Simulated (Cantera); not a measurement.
Feed: 1 mol CaCO3, 9.6 mol H2, 5.8 mol CO2, equilibrated at 0.000110 bar.

Method: chemical equilibrium by Gibbs-energy minimisation in Cantera with the NASA 1993 tables (ideal gas, pure condensed phases). Candidate condensed phases: C, C6H6, C7H8, C8H18, Ca, CaCO3, CaO, Ca(OH)2, H2O; 115 gas species. The numbers say what is thermodynamically allowed, not how fast it happens.

x: gas mole fraction; n: condensed amount in mol.

| T (K) | x H2 | x CO | x H2O | x CO2 | x H | n CaO(s) |
|---|---|---|---|---|---|---|
| 823 | 0.417 | 0.168 | 0.168 | 0.246 | 4.52e-10 | 1.00 |
| 923 | 0.385 | 0.201 | 0.201 | 0.214 | 1.45e-8 | 1.00 |
| 1023 | 0.358 | 0.227 | 0.227 | 0.188 | 2.36e-7 | 1.00 |
| 1123 | 0.337 | 0.248 | 0.248 | … | … | 1.00 |
| 1223 | 0.321 | 0.265 | 0.265 | 0.150 | 1.62e-5 | 1.00 |
| 1323 | 0.307 | 0.278 | 0.278 | 0.136 | 8.38e-5 | 1.00 |
| 1423 | 0.296 | 0.289 | 0.289 | 0.125 | 0.000344 | 1.000 |
| 1523 | 0.286 | 0.298 | 0.298 | 0.116 | … | 1.000 |
| 1623 | 0.277 | 0.305 | 0.305 | 0.108 | 0.00347 | 1.000 |
| 1723 | 0.268 | 0.310 | 0.310 | 0.102 | 0.00900 | 1.000 |
| 1823 | 0.256 | 0.313 | 0.311 | 0.0970 | 0.0209 | 0.999 |
| 1923 | 0.240 | 0.312 | 0.306 | 0.0923 | 0.0440 | 0.995 |

Question: Fill in the missing entries.

Answer: 
- 1523, x H: 0.00118
- 1123, x CO2: 0.167
- 1123, x H: 2.36e-6
